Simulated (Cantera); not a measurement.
A closed system holds: 1 mol Cu₂O, 87 mol H₂, 2.1 mol N₂, held at 1.10 mbar.

Method: chemical equilibrium by Gibbs-energy minimisation in Cantera with the NASA 1993 tables (ideal gas, pure condensed phases). Candidate condensed phases: Cu, CuO, Cu(OH)₂, Cu₂O, H₂O; 27 gas species. The numbers say what is thermodynamically allowed, not how fast it happens.

Task: At 1500 K, list the 5 most abundant gas species with their mole fractions, and the condensed phases.

Result: H₂ 0.957, N₂ 0.0234, H₂O 0.0111, Cu 0.00748, H 0.000519. Condensed: Cu(l).
